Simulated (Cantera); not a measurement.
A closed system holds: 1 mol Fe2O3, 0.38 mol H2S, 0.55 mol O2, held at 1073.15 K and 1 atm.

These are equilibrium values from Cantera (NASA tables, ideal gas, pure condensed phases), not measurements of a reactor. Candidate condensed phases: Fe, FeO, Fe(OH)2, Fe(OH)3, FeS, FeSO4, FeS2, Fe2O3, Fe2(SO4)3, Fe3O4, H2O, H2SO4, S; 22 gas species. Mutual solubility and eutectic melting of coexisting phases are not modelled. Rates play no part.

Base state: H2O 0.500, SO2 0.500, SO3 1.64e-5 (mole fractions); condensed: Fe2O3(s) + Fe3O4(s).

Q: What changes in the equilibrium state with this change: 0.21 mol CH4 added?

A: 
```tsv
species	before	after
H2O	0.500	0.635
CO2	0	0.170
SO2	0.500	0.168
H2S	2.75e-9	0.0142
S2	<1e-9	0.00813
S2O	<1e-9	0.000629
CO	0	0.000599
COS	0	0.000111
Fe2O3(s), mol	0.880	0
Fe3O4(s), mol	0.0800	0.622
FeS(s), mol	0	0.134
```
FeS: taken at fixed stoichiometry. Gases not in the tables: S3 to S7. Further candidate phases: C, C6H6, C7H8, C8H18, Fe(CO)5.

Q: What changes in the equilibrium state with this change: O2 from 0.55 to 4.4 mol?

A: 
| species | before | after |
|---|---|---|
| O2 | 1.60e-9 | 0.831 |
| H2O | 0.500 | 0.0843 |
| SO2 | 0.500 | 0.0483 |
| SO3 | 1.64e-5 | 0.0360 |
| Fe2O3(s), mol | 0.880 | 1.00 |
| Fe3O4(s), mol | 0.0800 | 0 |

Q: What changes in the equilibrium state with this change: H2S from 0.38 to 0.25 mol?

A: 
| species | before | after |
|---|---|---|
| H2O | 0.500 | 0.390 |
| SO2 | 0.500 | 0.282 |
| O2 | 1.60e-9 | 0.219 |
| SO3 | 1.64e-5 | 0.108 |
| H2SO4 | 1.71e-8 | 8.82e-5 |
| Fe2O3(s), mol | 0.880 | 1.00 |
| Fe3O4(s), mol | 0.0800 | 0 |
